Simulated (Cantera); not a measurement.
Charge: 1 mol SiH₄, 0.73 mol O₃, 15 mol H₂, equilibrated at 13.3 mbar.

Equilibrium computed with Cantera from the NASA thermochemical tables; the gas is ideal and each condensed phase is pure. Candidate condensed phases: H₂O, Si, SiO₂; 18 gas species. The tables hold silica as quartz up to 1696 K and as liquid above; real silica turns to tridymite and cristobalite and melts near 1996 K. Rates play no part.

x: gas mole fraction; n: condensed amount in mol.

| T (K) | x H₂ | x H₂O | x SiO | x H | x OH | n SiO₂(β-quartz) | n SiO₂(condensed) |
|---|---|---|---|---|---|---|---|
| 948 | 0.989 | 0.0112 | <1e-12 | [?] | <1e-12 | 1.00 | 0 |
| 1048 | 0.989 | 0.0112 | <1e-12 | [?] | 2.37e-12 | 1.00 | 0 |
| 1148 | 0.989 | 0.0112 | 1.71e-11 | [?] | 4.17e-11 | 1.00 | 0 |
| 1248 | 0.989 | 0.0112 | 1.70e-9 | [?] | 4.64e-10 | 1.00 | 0 |
| 1348 | 0.989 | 0.0112 | 8.41e-8 | [?] | 3.63e-9 | 1.000 | 0 |
| 1448 | 0.989 | 0.0112 | 2.39e-6 | [?] | 2.14e-8 | 1.000 | 0 |
| 1548 | 0.988 | 0.0112 | 4.34e-5 | [?] | 1.01e-7 | 0.999 | 0 |
| 1648 | 0.987 | 0.0117 | 0.000528 | [?] | 4.08e-7 | 0.991 | 0 |
| 1748 | 0.979 | 0.0149 | 0.00379 | [?] | 1.74e-6 | 0 | 0.935 |
| 1848 | 0.954 | 0.0260 | 0.0150 | [?] | 8.99e-6 | 0 | 0.740 |

Question: Some entries are withheld; supply them.

Answer: 
- 948, x H: 4.52e-9
- 1048, x H: 6.65e-8
- 1148, x H: 6.17e-7
- 1248, x H: 4.02e-6
- 1348, x H: 1.99e-5
- 1448, x H: 7.94e-5
- 1548, x H: 0.000265
- 1648, x H: 0.000766
- 1748, x H: 0.00196
- 1848, x H: 0.00449
